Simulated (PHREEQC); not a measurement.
A made-up water analysis in mmol/kgw, 87 °C, pH 8.15, pe 2.4: Na 0.512; K 0.44; Ca 0.924; Mg 0.796; Cl 1.61; S(6) 1.23; Alkalinity (meq/kgw) 0.173; Zn 0.00448; Si 0.00102.

Cl is adjusted to close the charge balance.
Valence states are taken as typed.

All values are PHREEQC results (ion-association model, phreeqc.dat), not measurements.

Precipitation was switched off in this run.

**Question.** Predict the ionic strength.

**Answer.** ionic strength 0.00603 mol/kgw.

**Question.** In which forms is Zn present?

**Answer.** ZnOH+ 80 %, Zn+2 14 %, Zn(OH)2 2.4 %, ZnSO4 2.1 %, ZnCO3 1.4 % of the Zn.

At this temperature some constants are extrapolated from 25 °C, and those without enthalpy data are left unchanged.
